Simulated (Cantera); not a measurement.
Input: 1 mol Si, 0.22 mol NH₃, 1.7 mol N₂, at 0.120 bar.

Method: chemical equilibrium by Gibbs-energy minimisation in Cantera with the NASA 1993 tables (ideal gas, pure condensed phases). Candidate condensed phases: Si, Si₃N₄; 18 gas species. The tables' values for SiN are old estimates; treat these amounts as uncertain. Gases not in the tables: Si₂H₆ and higher silanes. Equilibrium is a limit: real reactors are often held back by kinetics, nucleation or transport.

x: gas mole fraction; n: condensed amount in mol.

| T (K) | x N₂ | x H₂ | x H | x Si | x Si₂N | x SiH | x SiN | n Si₃N₄(s) | n Si(l) |
|---|---|---|---|---|---|---|---|---|---|
| 1348 | 0.776 | 0.224 | 3.16e-6 | 1.08e-12 | <1e-12 | 1.14e-12 | <1e-12 | 0.333 | 0 |
| 1423 | 0.776 | 0.224 | 9.07e-6 | 2.79e-11 | <1e-12 | 2.05e-11 | 1.55e-11 | 0.333 | 0 |
| 1498 | 0.776 | 0.224 | 2.35e-5 | 5.19e-10 | 1.91e-12 | 2.75e-10 | 2.05e-10 | 0.333 | 0 |
| 1573 | 0.776 | 0.224 | 5.55e-5 | 7.27e-9 | 5.49e-11 | 2.87e-9 | 2.12e-9 | 0.333 | 0 |
| 1648 | 0.776 | 0.224 | 0.000122 | 7.98e-8 | 1.15e-9 | 2.41e-8 | 1.76e-8 | 0.333 | 0 |
| 1723 | 0.776 | 0.224 | 0.000249 | 7.08e-7 | 1.84e-8 | 1.67e-7 | 1.21e-7 | 0.333 | 0 |
| 1798 | 0.776 | 0.224 | ? | ? | ? | ? | 7.10e-7 | 0.333 | 0 |
| 1873 | 0.776 | 0.223 | ? | ? | ? | ? | 3.59e-6 | 0.333 | 0 |
| 1948 | 0.775 | 0.223 | 0.00154 | 0.000177 | 2.02e-5 | 2.23e-5 | 1.60e-5 | 0.333 | 0 |
| 2023 | 0.844 | 0.153 | 0.00214 | 0.000474 | 4.78e-5 | 4.13e-5 | 3.72e-5 | 0 | 0.999 |

Question: Complete the blanks.

Answer: 
- 1798, x H: 0.000481
- 1798, x Si: 5.22e-6
- 1798, x Si₂N: 2.32e-7
- 1798, x SiH: 9.81e-7
- 1873, x H: 0.000881
- 1873, x Si: 3.27e-5
- 1873, x Si₂N: 2.38e-6
- 1873, x SiH: 4.99e-6
